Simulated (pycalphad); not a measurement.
All values are pycalphad results on the COST 507 light-alloy database (1999) (1 atm), not direct measurements. These are 1990s assessments: newer ones move some temperatures and phases. Phase fractions are per mole of atoms.

Problem. Give the equilibrium state of Al-14.28Mg-0.36Si (at.%) at 450 K.

Solution. 
```
T = 450.00 K, P = 101325 Pa, N = 1 mol of atoms
G = -14967 J/mol, H = 3511 J/mol, S = 41.06 J/(mol K)  (SER reference)
chemical potentials (J/mol): Al -13679, Mg -21565, Si -58566
phase             fraction      x(Al)      x(Mg)      x(Si)
FCC_A1              0.6963     0.9688     0.0312   7.43e-11
ALMG_BETA           0.2929     0.6114     0.3886       none
MG2SI               0.0108       none     0.6667     0.3333
```

Problem. Give the equilibrium state of Al-14.28Mg-0.36Si (at.%) at 700 K.

Solution. fcc, fraction 0.989, with 13.7 Mg, <0.01 Si at.%; MG2SI, fraction 0.011, with 66.7 Mg, 33.3 Si at.%.

Database names, with the compositions (at.%) that they take in these runs: MG2SI: Mg 67 Si 33; ALMG_BETA: Al 61 Mg 39. FCC_A1 is fcc. An entry "none" or "no" means that the model of the phase leaves that element out.
